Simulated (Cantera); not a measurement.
Thermodynamics of carbon deposition, reforming and gasification, feed CH4 + H2

Input: 1 mol CH4, 15 mol H2, at 0.133 bar.

These are equilibrium values from Cantera (NASA tables, ideal gas, pure condensed phases), not measurements of a reactor. Candidate condensed phases: C, C6H6, C7H8, C8H18; 76 gas species. Kinetics and transport are ignored.

From 898 K to 2698 K the condensed part is C(graphite). At 2848 K nothing is condensed. The main C-bearing gas is CH4 at 898 K and C2H2 (acetylene) at 2848 K. The share of C in condensed phases is highest at 1648 K (99.5 %) and lowest at 2848 K (0.0 %).

```json
[
 {"T (K)": "898", "log p H2": "-0.89", "log p H": "-10.41", "log p CH4": "-2.28", "log p C2H2 (acetylene)": "-11.17", "log p C2H": "<-12", "log p C4H2": "<-12", "n C(graphite)": "0.355"},
 {"T (K)": "1048", "log p H2": "-0.88", "log p H": "-8.55", "log p CH4": "-2.99", "log p C2H2 (acetylene)": "-9.28", "log p C2H": "<-12", "log p C4H2": "<-12", "n C(graphite)": "0.871"},
 {"T (K)": "1198", "log p H2": "-0.88", "log p H": "-7.16", "log p CH4": "-3.55", "log p C2H2 (acetylene)": "-7.88", "log p C2H": "<-12", "log p C4H2": "<-12", "n C(graphite)": "0.964"},
 {"T (K)": "1348", "log p H2": "-0.88", "log p H": "-6.07", "log p CH4": "-3.98", "log p C2H2 (acetylene)": "-6.80", "log p C2H": "<-12", "log p C4H2": "<-12", "n C(graphite)": "0.987"},
 {"T (K)": "1498", "log p H2": "-0.88", "log p H": "-5.20", "log p CH4": "-4.34", "log p C2H2 (acetylene)": "-5.93", "log p C2H": "<-12", "log p C4H2": "-11.40", "n C(graphite)": "0.994"},
 {"T (K)": "1648", "log p H2": "-0.88", "log p H": "-4.49", "log p CH4": "-4.62", "log p C2H2 (acetylene)": "-5.22", "log p C2H": "-11.20", "log p C4H2": "-9.98", "n C(graphite)": "0.995"},
 {"T (K)": "1798", "log p H2": "-0.88", "log p H": "-3.89", "log p CH4": "-4.86", "log p C2H2 (acetylene)": "-4.64", "log p C2H": "-9.72", "log p C4H2": "-8.81", "n C(graphite)": "0.992"},
 {"T (K)": "1948", "log p H2": "-0.88", "log p H": "-3.39", "log p CH4": "-5.06", "log p C2H2 (acetylene)": "-4.15", "log p C2H": "-8.46", "log p C4H2": "-7.81", "n C(graphite)": "0.981"},
 {"T (K)": "2098", "log p H2": "-0.88", "log p H": "-2.95", "log p CH4": "-5.24", "log p C2H2 (acetylene)": "-3.72", "log p C2H": "-7.39", "log p C4H2": "-6.96", "n C(graphite)": "0.951"},
 {"T (K)": "2248", "log p H2": "-0.89", "log p H": "-2.58", "log p CH4": "-5.39", "log p C2H2 (acetylene)": "-3.37", "log p C2H": "-6.46", "log p C4H2": "-6.23", "n C(graphite)": "0.888"},
 {"T (K)": "2398", "log p H2": "-0.90", "log p H": "-2.25", "log p CH4": "-5.54", "log p C2H2 (acetylene)": "-3.06", "log p C2H": "-5.65", "log p C4H2": "-5.60", "n C(graphite)": "0.769"},
 {"T (K)": "2548", "log p H2": "-0.92", "log p H": "-1.97", "log p CH4": "-5.69", "log p C2H2 (acetylene)": "-2.80", "log p C2H": "-4.95", "log p C4H2": "-5.06", "n C(graphite)": "0.567"},
 {"T (K)": "2698", "log p H2": "-0.95", "log p H": "-1.72", "log p CH4": "-5.85", "log p C2H2 (acetylene)": "-2.58", "log p C2H": "-4.33", "log p C4H2": "-4.59", "n C(graphite)": "0.249"},
 {"T (K)": "2848", "log p H2": "-1.00", "log p H": "-1.52", "log p CH4": "-6.08", "log p C2H2 (acetylene)": "-2.50", "log p C2H": "-3.88", "log p C4H2": "-4.38", "n C(graphite)": "0"}
]
```
log p: log10 of the partial pressure in bar; n: condensed amount in mol.
